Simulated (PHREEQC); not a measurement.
Synthetic water in mg/L, 15 °C, pH 5.86, pe 8.1:

| constituent | mg/L |
|---|---|
| Na | 0.0278 |
| K | 0.0033 |
| Ca | 0.0115 |
| Mg | 0.0456 |
| Cl | 0.126 |
| S(6) as SO4 | 0.0124 |
| Alkalinity as HCO3 | 0.107 |
| Pb | 0.0106 |
| Cd | 0.000259 |
| Br | 0.00194 |
| O(0) (dissolved oxygen) | 0.00213 |

Cl is adjusted to close the charge balance.
Valence states are taken as typed.

Equilibrium calculation in PHREEQC: ion-association model, phreeqc.dat.

Each row changes one thing in this solution. This is a speciation only: nothing precipitates in the calculation.

| case | ionic strength (mol/kgw) | CO2 (mol/kgw) | HCO3- (mol/kgw) | PbOH+ (mol/kgw) | PbHCO3+ (mol/kgw) | CO3-2 (mol/kgw) | SI of Pb(OH)2 (Pb(OH)2) | SI of Anglesite (PbSO4) |
|---|---|---|---|---|---|---|---|---|
| as made | 9.45e-6 | 1.13e-5 | 3.13e-6 | 7.02e-10 | 1.23e-10 | 8.56e-11 | -4.09 | -6.36 |
| Alkalinity from 0.107 to 0.0535 mg/L | 9.45e-6 | 8.15e-6 | 2.26e-6 | 7.03e-10 | 8.90e-11 | 6.16e-11 | -4.09 | -6.36 |
| K from 0.0033 to 0.0099 mg/L | 9.62e-6 | 1.13e-5 | 3.13e-6 | 7.02e-10 | 1.23e-10 | 8.56e-11 | -4.09 | -6.36 |
| pH from 5.86 to 6.16 at the same alkalinity | 8.76e-6 | 4.41e-6 | 2.44e-6 | 1.38e-9 | 9.47e-11 | 1.33e-10 | -3.50 | -6.36 |
| pH from 5.86 to 5.5 at the same alkalinity | 1.12e-5 | 4.07e-5 | 4.93e-6 | 3.08e-10 | 1.95e-10 | 5.88e-11 | -4.81 | -6.35 |
